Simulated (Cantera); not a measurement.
Feed: 1 mol Si3N4, 0.86 mol N2O, 7.9 mol N2, at 0.133 bar.

These are equilibrium values from Cantera (NASA tables, ideal gas, pure condensed phases), not measurements of a reactor. Candidate condensed phases: Si, SiO2, Si2N2O, Si3N4; 16 gas species. Mutual solubility and eutectic melting of coexisting phases are not modelled. Kinetics and transport are ignored.

### Question
What share of the Si ends up in condensed phases as a function of T (K), at 1650, 1700, 1750, 1800, 1850, 1900, 1950, 2000, 2050, 2100?

### Answer
| T (K) | Si condensed (%) | as |
|---|---|---|
| 1650 | 100.0 | Si2N2O(s) + Si3N4(s) |
| 1700 | 100.0 | Si2N2O(s) + Si3N4(s) |
| 1750 | 99.9 | Si2N2O(s) + Si3N4(s) |
| 1800 | 99.7 | Si2N2O(s) + Si3N4(s) |
| 1850 | 99.2 | Si2N2O(s) + Si3N4(s) |
| 1900 | 97.7 | Si2N2O(s) + Si3N4(s) |
| 1950 | 94.2 | Si2N2O(s) + Si3N4(s) |
| 2000 | 79.7 | Si(l) + Si2N2O(s) |
| 2050 | 71.0 | Si(l) |
| 2100 | 70.8 | Si(l) |
